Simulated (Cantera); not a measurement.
Input: 1 mol SiCl4, 23 mol NH3, 84 mol N2, at 0.0133 bar.

Equilibrium computed with Cantera from the NASA thermochemical tables; the gas is ideal and each condensed phase is pure. Candidate condensed phases: NH4Cl, Si, Si3N4; 28 gas species. The tables' values for SiCl, SiN, SiCl3 are old estimates; treat these amounts as uncertain. Gases not in the tables: Si2H6 and higher silanes. The numbers say what is thermodynamically allowed, not how fast it happens.

x: gas mole fraction; n: condensed amount in mol.

```tsv
T (°C)	x N2	x H2	x HCl	x SiCl2	x H	x Si	n Si3N4(s)	n Si(l)
1127	0.722	0.248	0.0303	7.74e-5	2.10e-5	4.37e-10	0.330	0
1177	0.722	0.248	0.0301	0.000166	4.08e-5	3.39e-9	0.326	0
1227	0.722	0.248	0.0298	0.000332	7.59e-5	2.28e-8	0.319	0
1277	0.722	0.248	0.0292	0.000624	0.000136	1.36e-7	0.306	0
1327	0.722	0.248	0.0282	0.00109	0.000235	7.23e-7	0.285	0
1377	0.722	0.249	0.0268	…	…	…	…	0
1427	0.722	0.249	0.0250	0.00266	0.000637	1.51e-5	0.215	0
1477	0.722	0.250	0.0228	0.00371	0.00101	6.06e-5	0.165	0
1527	0.722	0.250	0.0204	0.00484	…	…	…	0
1577	0.722	0.250	0.0203	0.00479	0.00233	0.000484	0	0.266
1627	0.721	0.249	0.0206	0.00460	0.00343	0.000946	0	0.209
```

Question: Some entries are withheld; supply them.

Answer: 
- 1377, x SiCl2: 0.00177
- 1377, x H: 0.000392
- 1377, x Si: 3.46e-6
- 1377, n Si3N4(s): 0.255
- 1527, x H: 0.00155
- 1527, x Si: 0.000224
- 1527, n Si3N4(s): 0.103
